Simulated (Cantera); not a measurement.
Input: 1 mol Ti(OiPr)4, 4.5 mol CH4, at 1348 K and 0.100 bar.

Cantera equilibrium calculation (NASA polynomials, part measured and part estimated; ideal gas, pure solids and liquids). Candidate condensed phases: C, C6H6, C7H8, C8H18, H2O, Ti, TiC, TiO, TiO2, Ti2O3, Ti3O5, Ti4O7; 113 gas species. The feed counts by its element totals alone. TiC: taken at fixed stoichiometry. Equilibrium is a limit: real reactors are often held back by kinetics, nucleation or transport.

Base state: H2 0.851, CO 0.148, CH4 0.000423, H2O 7.36e-5 (mole fractions); condensed: C(graphite) + TiC(s).

Task: What changes in the equilibrium state with this change: temperature from 1348 K to 1050 K?

Result: 
```csv
species,before,after
H2,0.851,0.915
CO,0.148,0.0789
CH4,0.000423,0.00479
CO2,6.54e-6,0.000133
H2O,7.36e-5,0.00131
"C(graphite), mol",11.5,14.4
"TiC(s), mol",1.00,0
"TiO2(rutile), mol",0,1.00
```

Task: What changes in the equilibrium state with this change: 1.9 mol CO2 added?

Result: 
| species | before | after |
|---|---|---|
| H2 | 0.851 | 0.751 |
| CO | 0.148 | 0.249 |
| CH4 | 0.000423 | 0.000329 |
| CO2 | 6.54e-6 | 1.84e-5 |
| H2O | 7.36e-5 | 0.000109 |
| C(graphite), mol | 11.5 | 9.90 |
| TiC(s), mol | 1.00 | 0.887 |
| Ti3O5(s), mol | 0 | 0.0377 |
Mutual solubility and eutectic melting of coexisting phases are not modelled.

Task: What changes in the equilibrium state with this change: temperature from 1348 K to 1198 K?

Result: 
```csv
species,before,after
H2,0.851,0.909
CO,0.148,0.0890
CH4,0.000423,0.00133
H2O,7.36e-5,0.000215
CO2,6.54e-6,1.54e-5
"C(graphite), mol",11.5,14.2
"TiC(s), mol",1.00,0
"Ti4O7(s), mol",0,0.250
```
Condensed phases not in the tables: Magnéli phases beyond Ti4O7.
